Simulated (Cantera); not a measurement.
A perfectly stirred reactor is fed with C2H6 : N2 = 1 : 190 (molar parts), at 1330 Pa; it is held at 1950 K, and followed from long to short residence time.

Computed with Cantera and GRI-Mech 3.0 (53 species, 325 reactions). GRI-Mech 3.0 stops at C3 and has no aromatics, soot or wall deposition, so with more carbon than oxygen in the feed, carbon stays in small species such as C2H2 where larger ones or solid carbon would form. Radical loss at walls, strong at low pressure, is not modelled.

x: mole fraction; the columns are a selection and need not sum to one.

| τ (s) | x C2H6 | x CH4 | x HCN | x CH3 | x C2H4 |
|---|---|---|---|---|---|
| 8.6 | 7.71e-8 | 3.65e-5 | 0.00313 | ___ | 5.38e-7 |
| 3.1 | 2.16e-7 | 7.49e-5 | 0.00208 | ___ | 1.86e-6 |
| 1.2 | 5.58e-7 | 0.000131 | 0.00134 | ___ | 5.36e-6 |
| 0.42 | 1.59e-6 | 0.000219 | 0.000816 | ___ | 1.57e-5 |
| 0.15 | 4.39e-6 | 0.000326 | 0.000510 | ___ | 4.15e-5 |
| 0.056 | 1.15e-5 | 0.000437 | 0.000330 | ___ | 9.77e-5 |
| 0.021 | 2.98e-5 | 0.000538 | 0.000213 | ___ | 0.000214 |
| 0.0075 | 8.01e-5 | 0.000598 | 0.000130 | ___ | 0.000446 |
| 0.0028 | 0.000204 | 0.000564 | 7.42e-5 | ___ | 0.000797 |

Question: What belongs in the gaps?

Answer: 
- 8.6, x CH3: 2.95e-5
- 3.1, x CH3: 5.77e-5
- 1.2, x CH3: 0.000102
- 0.42, x CH3: 0.000184
- 0.15, x CH3: 0.000320
- 0.056, x CH3: 0.000534
- 0.021, x CH3: 0.000886
- 0.0075, x CH3: 0.00149
- 0.0028, x CH3: 0.00241
